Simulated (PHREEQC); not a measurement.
Buffer: an equilibrium model

Solution (25 °C): 180 mmol/kgw KHCO3 and 0.063 mmol/kgw K2HPO4. Closed to the air; pH follows from the charge balance.

The numbers come from PHREEQC with the ion-association model, phreeqc.dat.

* **pH**: 8.09
* **ionic strength**: 0.182 mol/kgw
* **activity of water**: 0.994
* **specific conductance**: 16900 µS/cm
* **density**: 1.009 g/cm³
* **total alkalinity**: 180 meq/kg

```json
[
 {"species": "K+", "molality": "0.180", "activity": "0.130", "log γ": "-0.143"},
 {"species": "HCO3-", "molality": "0.175", "activity": "0.132", "log γ": "-0.124"},
 {"species": "CO3-2", "molality": "0.00235", "activity": "0.000751", "log γ": "-0.496"},
 {"species": "CO2", "molality": "0.00235", "activity": "0.00245", "log γ": "0.018"},
 {"species": "HPO4-2", "molality": "5.44e-5", "activity": "1.67e-5", "log γ": "-0.512"},
 {"species": "KHPO4-", "molality": "5.62e-6", "activity": "4.22e-6", "log γ": "-0.124"},
 {"species": "H2PO4-", "molality": "2.95e-6", "activity": "2.22e-6", "log γ": "-0.124"},
 {"species": "OH-", "molality": "1.71e-6", "activity": "1.22e-6", "log γ": "-0.146"}
]
```

Precipitation was switched off in this run.
